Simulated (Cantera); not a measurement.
A Cantera script and what it prints.

```python
import numpy as np
import cantera as ct

gas_names = [...]  # 136 gases of nasa_gas.yaml made of C, H, N, O
cond_names = """
    C(gr) C6H6(L) C7H8(L) C8H18(L),n-octa H2O(s) H2O(L)
""".split()


# ... load() reads the species with a 1 bar reference pressure and builds the phases ...
atoms = {
    'C2H5OH': {'C': 2, 'H': 6, 'O': 1},
    'CO2': {'C': 1, 'O': 2},
    'N2': {'N': 2},
}
top_T = {'C(gr)': 4500}  # K; cautious upper limits of use, not melting points


# ... equilibrate(T, P, feed) seeds the gas with the atoms and calls Mixture.equilibrate('TP', solver="vcs", rtol=1e-11, max_steps=5000) ...
results = []
feed = {'C2H5OH': 1, 'CO2': 0.16, 'N2': 0.2}  # mol
T = 2973.15  # K
P = 13332.2  # Pa
mix = equilibrate(T, P, feed)
results.append((T, P, feed, dict(zip(mix.species_names, mix.species_moles))))
x = sorted(zip(gas.X, gas.species_names), reverse=True)
print(f"T = {T:g} K  P = {P:g} Pa  gas = {mix.phase_moles(0):.4g} mol")
print("   x: " + "  ".join(f"{s} {v:.3e}" for v, s in x if v > 1e-06))
print("   condensed (mol): " + ("  ".join(f"{mix.phase(i).name} {mix.phase_moles(i):.4g}"
      for i in range(1, mix.n_phases) if mix.phase_moles(i) > 1e-12) or "none"))
```

Result:

```
T = 2973.15 K  P = 13332.2 Pa  gas = 5.206 mol
   x: H2 4.114e-01  H 2.552e-01  CO 2.536e-01  N2 2.607e-02  C2H2,acetylene 2.365e-02  HCN 1.976e-02  HNC 3.650e-03  C2H 2.426e-03  C3 1.753e-03  CN 1.233e-03  C4H2 5.674e-04  C 2.938e-04  C2 1.771e-04  C2H2,vinylidene 7.007e-05  CH 3.231e-05  C5 2.955e-05  CH2 2.574e-05  C2N2 2.197e-05  CH3 1.793e-05  C6H2 1.443e-05  C4 5.482e-06  N 5.171e-06  CNC 2.745e-06  C3H3,propargyl 2.451e-06  CH4 1.811e-06  C2H3,vinyl 1.645e-06  C2O 1.422e-06
   condensed (mol): C(gr) 0.3948
```

Cantera equilibrium calculation (NASA polynomials, part measured and part estimated; ideal gas, pure solids and liquids).
